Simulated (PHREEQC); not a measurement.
Make-up at 25 °C: 0.059 mol HCl, 0.0072 mol CuSO4 and 0.21 mol CuCl2 per kg of water. Closed to the air; pH follows from the charge balance.

Model: ion-association model, wateq4f.dat, run in PHREEQC.

| quantity | before | after |
|---|---|---|
| pH | 1.37 | 4.16 |
| ionic strength (mol/kgw) | 0.602 | 0.602 |
| Cl- (mol/kgw) | 0.427 | 0.427 |
| Cu+2 (mol/kgw) | 0.166 | 0.165 |
| CuCl+ (mol/kgw) | 0.0448 | 0.0445 |
| CuCl2 (mol/kgw) | 0.00359 | 0.00357 |
| SI of Chalcanthite (CuSO4:5H2O) | -2.20 | -2.02 |
| SI of Tenorite (CuO) | -6.29 | -0.72 |

### Question
Which change was made?
A. 0.069 mol/kgw Na2HPO4 added
B. HCl replaced by RbCl at the same molality
C. diluted 2-fold with water
D. CuCl2 from 0.21 to 0.42 mol/kgw
E. 0.39 mol/kgw CdSO4 added

### Answer
B, HCl replaced by RbCl at the same molality

No solid was allowed to form. Some of these states are supersaturated (in Atacamite, Antlerite, for instance).
